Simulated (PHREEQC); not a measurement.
PHREEQC input (ion-association model, wateq4f.dat):

```
SOLUTION_MASTER_SPECIES
  An  An-  0  An  62.0  # stands for a non-complexing anion
SOLUTION_SPECIES
  An- = An-
    -log_k 0
    -gamma 3.0 0
PHASES
  Fix_H+
    H+ = H+
    -log_k 0
SOLUTION 1
  temp 25
  units mmol/kgw
  pH 7 charge
  S(6) 0.028
  Zn 0.028
  As(5) 0.00055
  Na 300.001
  An 300
END
SELECTED_OUTPUT 1
  -reset false
  -pH true
  -pe true
  -ionic_strength true
  -water true
  -totals As Na S Zn As(3) As(5) S(-2) S(6)
  -molalities Hfo_wOH Hfo_wOH2+ Hfo_wO- Hfo_sOH Hfo_sOH2+ Hfo_sO- Hfo_wH2AsO4 Hfo_wHAsO4- Hfo_wOHAsO4-3 Hfo_wSO4-
    Hfo_wOHSO4-2 Hfo_sOZn+ Hfo_wOZn+
  -saturation_indices Zn(OH)2-e Zn4(OH)6SO4 Zn3(AsO4)2:2.5w Mirabilite Goslarite
USER_PUNCH 1
  -headings sigma psi
  10 PUNCH EDL("sigma", "Hfo"), EDL("psi", "Hfo")
PRINT
  -reset false
USE solution 1
SURFACE 1
  Hfo_wOH 4.04494e-05 600 0.018
  Hfo_sOH 1.01124e-06
EQUILIBRIUM_PHASES 1
  Fix_H+ -4 HAn 10
    -force_equality true
  O2(g) -0.68 10
END
# ... the last block is repeated for the other 16 points of pH, with NaOH or the acid as the point needs
```

Selected output (columns that matter, 15 of 17 rows; pH added in front):

```
pH	mu	As	Na	S	Zn	m_Hfo_wOH	m_Hfo_wOH2+	m_Hfo_wO-	si_Zn(OH)2-e	si_Zn4(OH)6SO4	si_Mirabilite	si_Goslarite	sigma	psi
4	0.30024	8.4875e-10	0.3	2.4547e-05	2.8e-05	1.453e-06	3.4993e-05	1.3822e-09	-8.5993	-30.14	-5.6074	-8.5127	0.28564	0.11289
4.38	0.30017	5.908e-10	0.3	2.4882e-05	2.7998e-05	3.0873e-06	3.3689e-05	6.4815e-09	-7.8393	-27.853	-5.6008	-8.5062	0.27365	0.11075
4.75	0.30013	4.2047e-10	0.3	2.5405e-05	2.7989e-05	5.8611e-06	3.1418e-05	2.5049e-08	-7.0995	-25.624	-5.5915	-8.497	0.25447	0.10712
5.12	0.30012	3.2715e-10	0.3	2.6089e-05	2.7948e-05	9.8716e-06	2.8036e-05	7.9627e-08	-6.3601	-23.395	-5.5798	-8.486	0.22746	0.10155
5.88	0.30011	2.6494e-10	0.3	2.7389e-05	2.7418e-05	1.9529e-05	1.9259e-05	4.5367e-07	-4.8485	-18.848	-5.5586	-8.4732	0.15777	0.083768
6.25	0.3001	2.7194e-10	0.3	2.7727e-05	2.6966e-05	2.3366e-05	1.5242e-05	8.2061e-07	-4.116	-16.652	-5.5533	-8.4753	0.12391	0.072499
6.62	0.3001	3.1539e-10	0.3	2.7891e-05	2.6232e-05	2.6018e-05	1.1633e-05	1.3331e-06	-3.3884	-14.479	-5.5507	-8.4852	0.094	0.060314
7	0.30009	3.6976e-10	0.3	2.7956e-05	2.4141e-05	2.7033e-05	7.8217e-06	2.1403e-06	-2.6657	-12.347	-5.5497	-8.5214	0.071039	0.049016
7.38	0.30008	3.1778e-10	0.30001	2.7977e-05	2.0072e-05	2.5293e-05	3.9845e-06	3.6781e-06	-1.9891	-10.401	-5.5493	-8.6045	0.058846	0.042156
7.75	0.30008	2.1761e-10	0.30002	2.7986e-05	1.5618e-05	2.0685e-05	1.5653e-06	6.262e-06	-1.3676	-8.6545	-5.5491	-8.7229	0.053773	0.039106
8.12	0.30008	1.7124e-10	0.30003	2.7992e-05	1.1908e-05	1.4832e-05	5.3366e-07	9.4436e-06	-0.7777	-7.0348	-5.549	-8.8728	0.049303	0.036318
8.88	0.30008	3.3767e-10	0.30006	2.7999e-05	8.7421e-06	7.0182e-06	7.7526e-08	1.4555e-05	0.1429	-4.8724	-5.5488	-9.4721	0.027952	0.021697
9.25	0.3001	9.632e-10	0.30008	2.8e-05	9.2405e-06	5.9144e-06	4.9507e-08	1.6187e-05	0.3256	-4.8814	-5.5487	-10.029	0.0087015	0.0069357
9.62	0.30013	3.5088e-09	0.30012	2.8e-05	1.0226e-05	5.4389e-06	3.8372e-08	1.7661e-05	0.4115	-5.2779	-5.5486	-10.684	-0.013302	-0.010559
10	0.30022	1.4395e-08	0.30021	2.8e-05	1.15e-05	5.1347e-06	3.1364e-08	1.9258e-05	0.4647	-5.8251	-5.5485	-11.39	-0.038728	-0.029336
```

Along this series the solution becomes supersaturated in solids that the run did not let form, among them Zn(OH)2-e. The database has no arsenate complexes of Zn.
